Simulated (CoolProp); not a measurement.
R404A at several states: Z from the reference equation and from simpler models built on Tc = 345.3 K, pc = 3735 kPa, ω = 0.293; each cubic takes its own stable root.

The numbers come from the reference Helmholtz-energy equation of state, Lemmon 2003 in CoolProp. It is a pseudo-pure fit of the blend.

| T (K) | p (kPa) | phase | reference | Redlich-Kwong | Soave-Redlich-Kwong | Peng-Robinson |
|---|---|---|---|---|---|---|
| 217.1 | 140 | liquid | 0.005665 | 0.006728 | 0.006472 | 0.005730 |
| 385.8 | 4510 | supercritical | 0.6502 | 0.6370 | 0.6804 | 0.6498 |
| 326.2 | 288 | gas | 0.9649 | 0.9684 | 0.9675 | 0.9644 |
| 407 | 23 | gas | 0.9988 | 0.9987 | 0.9988 | 0.9986 |
| 459 | 161 | gas | 0.9945 | 0.9938 | 0.9951 | 0.9940 |
